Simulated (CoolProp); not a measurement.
Properties of ammonia along the isobar 144 bar (Tc = 132.4 °C, pc = 113.6 bar, ω = 0.256).

Computed with CoolProp (reference Helmholtz-energy equation of state, Gao 2020).

```
T (°C)          phase  density (kg/m³)
------  -------------  ---------------
107.75         liquid            467.5
122.75         liquid            422.5
137.75  supercritical            348.5
152.65  supercritical                …
167.65  supercritical            122.3
182.65  supercritical            102.8
197.65  supercritical            91.18
212.55  supercritical            83.04
227.55  supercritical            76.80
242.55  supercritical                …
257.45  supercritical            67.72
272.45  supercritical                …
287.45  supercritical            61.18
302.45  supercritical            58.53
317.35  supercritical            56.18
332.35  supercritical            54.05
```

Q: Some entries are withheld; supply them.

A: 
- 152.65, density (kg/m³): 171.9
- 242.55, density (kg/m³): 71.82
- 272.45, density (kg/m³): 64.21
